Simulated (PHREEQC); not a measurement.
Solution (35 °C): 0.00096 mol NiSO4, 0.00022 mol H3BO3 and 0.29 mol H2SO4 per kg of water. It is in equilibrium with CO2 at log p = 0 (atm). Otherwise closed; pH follows from the charge balance.

Computed with PHREEQC (ion-association model, wateq4f.dat).

Q: The ionic strength comes out as 0.344 mol/kgw. What activity coefficients do H+, Ni+2, SO4-2, HSO4- get?

A: H+ 0.77, Ni+2 0.28, SO4-2 0.23, HSO4- 0.69.

This is a speciation only: nothing precipitates in the calculation.
